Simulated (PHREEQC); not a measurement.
Solution (25 °C): 17 mmol/kgw HNO3, 0.85 mmol/kgw CaCl2 and 150 mmol/kgw CuCl2. Closed to the air; pH follows from the charge balance.

Model: ion-association model, wateq4f.dat, run in PHREEQC.

Each row changes one thing in this solution. Precipitation was switched off in this run.

```tsv
case	pH	ionic strength (mol/kgw)	Cl- (mol/kgw)	Cu+2 (mol/kgw)	CuCl+ (mol/kgw)	CuCl2 (mol/kgw)	SI of Tenorite (CuO)	SI of Atacamite (Cu2(OH)3Cl)
as made	1.88	0.417	0.275	0.125	0.0240	0.00140	-5.34	-5.41
0.0047 mol/kgw LiBr added	1.88	0.422	0.275	0.125	0.0239	0.00139	-5.34	___
diluted 5-fold with water	2.55	0.0902	0.0585	0.0282	0.00181	___	___	-4.91
CaCl2 replaced by NiCl2 at the same molality	1.88	0.417	0.275	0.125	0.0240	0.00140	-5.34	-5.41
diluted 100-fold with water	3.80	0.00468	0.00301	___	9.09e-6	1.27e-8	-2.97	___
```

### Question
Fill in the missing entries.

### Answer

- 0.0047 mol/kgw LiBr added, SI of Atacamite (Cu2(OH)3Cl): -5.42
- diluted 5-fold with water, CuCl2 (mol/kgw): 3.34e-5
- diluted 5-fold with water, SI of Tenorite (CuO): -4.46
- diluted 100-fold with water, Cu+2 (mol/kgw): 0.00149
- diluted 100-fold with water, SI of Atacamite (Cu2(OH)3Cl): -4.40

Species that the database lacks are ignored.
